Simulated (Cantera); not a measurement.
A Cantera script and its output.

```python
import numpy as np
import cantera as ct

gas = ct.Solution("h2o2.yaml")
gas.TPX = 675, 101325, {'H2': 1.3, 'O2': 0.179, 'N2': 0.671}
flame = ct.FreeFlame(gas, width=0.04)
flame.set_refine_criteria(ratio=3, slope=0.08, curve=0.16)
flame.transport_model = "mixture-averaged"
flame.solve(loglevel=0, auto=True)
z, T = flame.grid, flame.T
thick = (T[-1] - T[0]) / np.gradient(T, z).max()
show = ['H2', 'O2', 'H', 'HO2', 'H2O', 'OH']
print(f"laminar burning velocity  {flame.velocity[0] * 100:.3f} cm/s")
print(f"burnt temperature         {T[-1]:.1f} K")
print(f"thermal thickness         {thick * 1e3:.4f} mm")
print(f"grid points               {len(z)}")
z0 = z[flame.heat_release_rate.argmax()]
print(f"{'z/mm':>9s}{'T/K':>9s}{'u/(m/s)':>9s}" + "".join(f"{s:>11s}" for s in show))
rows = []
for k in (-3, -2, -1.5, -1, -0.5, -0.25, 0, 0.25, 0.5, 1, 2, 4, 8):
    zz = z0 + k * thick
    rows.append([k * thick, np.interp(zz, z, T), np.interp(zz, z, flame.velocity),
                 *(np.interp(zz, z, flame.X[gas.species_index(s)]) for s in show)])
    print(f"{rows[-1][0] * 1e3:9.3f}{rows[-1][1]:9.1f}{rows[-1][2]:9.3f}" + "".join(f"{x:11.3e}" for x in rows[-1][3:]))
```

It prints:

```
laminar burning velocity  883.243 cm/s
burnt temperature         1953.8 K
thermal thickness         0.5433 mm
grid points               136
     z/mm      T/K  u/(m/s)         H2         O2          H        HO2        H2O         OH
   -1.630    675.0    8.832  6.047e-01  8.326e-02  1.529e-14  5.808e-12  6.396e-13  1.798e-17
   -1.087    675.0    8.832  6.047e-01  8.326e-02  3.875e-11  1.108e-09  1.301e-10  4.107e-14
   -0.815    675.0    8.832  6.047e-01  8.326e-02  6.107e-09  6.661e-08  8.258e-09  6.630e-12
   -0.543    675.2    8.834  6.046e-01  8.326e-02  1.104e-06  4.053e-06  1.116e-06  3.844e-09
   -0.272    709.2    9.228  6.003e-01  8.278e-02  7.034e-04  1.587e-04  1.999e-03  5.135e-05
   -0.136    882.5   11.254  5.747e-01  7.691e-02  8.585e-03  1.014e-04  1.885e-02  2.471e-04
    0.000   1187.4   14.819  5.032e-01  4.821e-02  3.923e-02  4.671e-05  8.054e-02  7.864e-04
    0.136   1396.4   17.385  4.435e-01  1.285e-02  6.495e-02  1.201e-05  1.491e-01  9.670e-04
    0.272   1486.9   18.467  4.304e-01  2.296e-03  6.726e-02  2.045e-06  1.702e-01  8.425e-04
    0.543   1572.7   19.426  4.343e-01  1.235e-04  5.868e-02  1.041e-07  1.754e-01  8.569e-04
    1.087   1660.1   20.374  4.432e-01  1.468e-05  4.639e-02  1.517e-08  1.768e-01  8.570e-04
    2.173   1745.8   21.284  4.524e-01  8.014e-06  3.375e-02  9.212e-09  1.781e-01  7.697e-04
    4.346   1816.4   22.022  4.602e-01  4.151e-06  2.305e-02  5.268e-09  1.793e-01  6.139e-04
```

Computed with Cantera and the H2/O2 subset of GRI-Mech 3.0, which has no nitrogen chemistry. Burning velocities carry a grid error of a few per cent, more on coarse grids.
